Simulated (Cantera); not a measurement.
# Equilibrium for boron, boron nitride and boron oxide: B2O3 + H2

Feed: 1 mol B2O3, 1.4 mol H2, held at 26.0 Pa.

Cantera equilibrium calculation (NASA polynomials, part measured and part estimated; ideal gas, pure solids and liquids). Candidate condensed phases: B, B2O3, B3O3H3, H2O; 23 gas species. The numbers say what is thermodynamically allowed, not how fast it happens.

From 1000 K to 1450 K the condensed part is B2O3(l). From 1600 K to 1900 K nothing is condensed. The main B-bearing gas is HBO at 1000 K and B2O3 at 1900 K.

```tsv
T (K)	log p H2	log p B2O3	log p HBO2	log p BO	log p HBO	log p H	log p B2O2	n B2O3(l)
1000	-3.59	-11.47	-9.23	-13.82	-8.82	-10.44	-12.28	1.000
1150	-3.59	-8.78	-7.51	-11.02	-7.38	-8.92	-9.75	1.000
1300	-3.59	-6.73	-6.26	-8.84	-6.24	-7.75	-7.74	0.996
1450	-3.62	-5.12	-5.27	-7.14	-5.37	-6.83	-6.20	0.927
1600	-3.87	-4.07	-4.66	-5.94	-4.96	-6.20	-5.29	0
1750	-3.89	-4.10	-4.59	-5.32	-4.91	-5.58	-5.31	0
1900	-3.93	-4.15	-4.51	-4.86	-4.92	-5.06	-5.42	0
```
log p: log10 of the partial pressure in bar; n: condensed amount in mol.
